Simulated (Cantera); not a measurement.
An isothermal, constant-pressure homogeneous reactor starts with 48.8 % CH₄, 41.0 % H₂O, 10.2 % H₂, at 1350 K and 3750 Torr.

Cantera simulation using GRI-Mech 3.0 (53 species, 325 reactions); the numbers are that mechanism's predictions, not measurements.

Problem. Predict: x(CH₄) at 2.00 s; x(H₂O) at 2.00 s; x(H₂) at 2.00 s; x(CH₂CO) at 2.00 s.

Solution. x(CH₄) at 2.00 s: 0.386 (gas-phase equilibrium 0.0447)
x(H₂O) at 2.00 s: 0.387 (gas-phase equilibrium 0.00156)
x(H₂) at 2.00 s: 0.188 (gas-phase equilibrium 0.729)
x(CH₂CO) at 2.00 s: 3.95e-6 (gas-phase equilibrium 6.79e-8)
